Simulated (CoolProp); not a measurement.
Model: reference Helmholtz-energy equation of state, Zhou 2016, in CoolProp.

Problem. Give the vapour pressure (MPa), enthalpy of vaporisation (kJ/kg), surface tension (mN/m) of saturated R245ca at 338.4, 366.6, 380.6 K.

Solution. 
| T (K) | p (MPa) | enthalpy of vaporisation (kJ/kg) | surface tension (mN/m) |
|---|---|---|---|
| 338.4 | 0.382 | 180 | 11.1 |
| 366.6 | 0.798 | 160 | 7.67 |
| 380.6 | 1.10 | 148 | 6.04 |

Surface tension comes from a separate correlation (Mulero 2012).
